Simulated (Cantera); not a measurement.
Charge: 1 mol SiCl4, 1.4 mol C2H2, 260 mol H2, equilibrated at 1577 °C and 0.100 bar.

Equilibrium computed with Cantera from the NASA thermochemical tables; the gas is ideal and each condensed phase is pure. Candidate condensed phases: C, C6H6, C7H8, C8H18, Si, SiC; 109 gas species. Kinetics and transport are ignored.

Base state: H2 0.983, HCl 0.0151, H 0.00169, C2H2 (acetylene) 0.000257, CH4 6.32e-5, SiCl2 2.02e-5, Cl 1.97e-5 (mole fractions); condensed: C(graphite) + SiC(s).

### Question
What changes in the equilibrium state with this change: temperature from 1577 °C to 1975 °C?

### Answer
| species | before | after |
|---|---|---|
| H2 | 0.983 | 0.958 |
| H | 0.00169 | 0.0228 |
| HCl | 0.0151 | 0.0146 |
| C2H2 (acetylene) | 0.000257 | 0.00318 |
| Si | 1.94e-6 | 0.000721 |
| SiC2 | 3.76e-8 | 8.29e-5 |
| Si2C | 2.67e-8 | 4.97e-5 |
| C(graphite), mol | 1.65 | 0.333 |
| SiC(s), mol | 0.993 | 0.699 |
The tables' values for SiCl are old estimates; treat these amounts as uncertain. Gases not in the tables: Si2H6 and higher silanes.
